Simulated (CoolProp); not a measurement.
Properties of ethanol along the isotherm 346.85 °C (Tc = 241.6 °C, pc = 6.268 MPa, ω = 0.644).

Model: reference Helmholtz-energy equation of state, Schroeder 2014, in CoolProp.

```
p (MPa)          phase  cp (kJ/(kg K))  viscosity (µPa s)  conductivity (mW/(m K))
-------  -------------  --------------  -----------------  -----------------------
4.82               gas           2.788               19.4                     63.0
9.64     supercritical           3.477               23.0                     78.2
14.5     supercritical           4.521               30.8                      101
19.3     supercritical           4.750               41.6                      119
24.1     supercritical           4.567               50.2                      127
28.9     supercritical           4.434               56.7                      133
33.8     supercritical           4.326               62.1                      138
38.6     supercritical           4.237               66.5                      141
43.4     supercritical           4.164               70.4                      144
48.2     supercritical           4.103               73.9                      147
53       supercritical           4.052               77.0                      150
57.9     supercritical           4.009               80.0                      153
62.7     supercritical           3.973               82.7                      155
```

Viscosity comes from a separate model (Kiselev 2005). Thermal conductivity comes from a separate model (Assael 2013).
